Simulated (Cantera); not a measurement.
A Cantera script and its output.

```python
import numpy as np
import cantera as ct

gas = ct.Solution("gri30.yaml")
gas.TPX = 350, 440000, {'CH4': 1, 'C2H6': 0.33, 'O2': 3.71, 'N2': 14}
flame = ct.FreeFlame(gas, width=0.014)
flame.set_refine_criteria(ratio=3, slope=0.08, curve=0.16)
flame.transport_model = "unity-Lewis-number"
flame.solve(loglevel=0, auto=True)
z, T = flame.grid, flame.T
thick = (T[-1] - T[0]) / np.gradient(T, z).max()
show = ['CH4', 'C2H6', 'O2', 'HCN', 'NO', 'O']
print(f"laminar burning velocity  {flame.velocity[0] * 100:.3f} cm/s")
print(f"burnt temperature         {T[-1]:.1f} K")
print(f"thermal thickness         {thick * 1e3:.4f} mm")
print(f"grid points               {len(z)}")
z0 = z[flame.heat_release_rate.argmax()]
print(f"{'z/mm':>9s}{'T/K':>9s}{'u/(m/s)':>9s}" + "".join(f"{s:>11s}" for s in show))
rows = []
for k in (-3, -2, -1.5, -1, -0.5, -0.25, 0, 0.25, 0.5, 1, 2, 4, 8):
    zz = z0 + k * thick
    rows.append([k * thick, np.interp(zz, z, T), np.interp(zz, z, flame.velocity),
                 *(np.interp(zz, z, flame.X[gas.species_index(s)]) for s in show)])
    print(f"{rows[-1][0] * 1e3:9.3f}{rows[-1][1]:9.1f}{rows[-1][2]:9.3f}" + "".join(f"{x:11.3e}" for x in rows[-1][3:]))
```

It prints:

```
laminar burning velocity  23.517 cm/s
burnt temperature         2126.4 K
thermal thickness         0.1515 mm
grid points               134
     z/mm      T/K  u/(m/s)        CH4       C2H6         O2        HCN         NO          O
   -0.454    350.6    0.236  5.250e-02  1.732e-02  1.948e-01  3.960e-10  2.926e-10  6.976e-17
   -0.303    356.1    0.239  5.233e-02  1.726e-02  1.943e-01  4.170e-09  3.316e-09  1.036e-14
   -0.227    375.6    0.252  5.171e-02  1.702e-02  1.927e-01  1.753e-08  1.572e-08  1.395e-13
   -0.151    492.8    0.332  4.793e-02  1.555e-02  1.824e-01  9.917e-08  1.736e-07  2.011e-11
   -0.076    963.1    0.655  3.157e-02  9.196e-03  1.380e-01  4.533e-07  2.898e-06  2.188e-07
   -0.038   1365.0    0.937  1.654e-02  3.648e-03  9.729e-02  7.865e-07  7.973e-06  1.574e-05
    0.000   1765.6    1.221  2.524e-03  1.189e-04  5.513e-02  1.135e-06  1.399e-05  6.824e-04
    0.038   1923.0    1.324  5.154e-05  4.965e-08  3.912e-02  5.374e-07  1.934e-05  1.885e-03
    0.076   1988.6    1.363  7.807e-07  1.388e-11  3.501e-02  1.482e-07  2.248e-05  1.564e-03
    0.151   2052.1    1.400  7.997e-10  1.158e-16  3.191e-02  1.689e-08  2.602e-05  9.095e-04
    0.303   2096.9    1.426  1.190e-13  4.836e-22  3.000e-02  8.076e-10  2.975e-05  4.185e-04
    0.606   2119.3    1.439  9.587e-15 -3.262e-27  2.915e-02  1.818e-11  3.364e-05  1.990e-04
    1.212   2125.7    1.442  1.407e-15 -1.400e-27  2.892e-02  5.724e-13  3.873e-05  1.427e-04
```

Detailed kinetics in Cantera: GRI-Mech 3.0 (53 species, 325 reactions). Unity Lewis numbers drop preferential diffusion, which matters most where H2 and H carry the flame. Burning velocities carry a grid error of a few per cent, more on coarse grids.
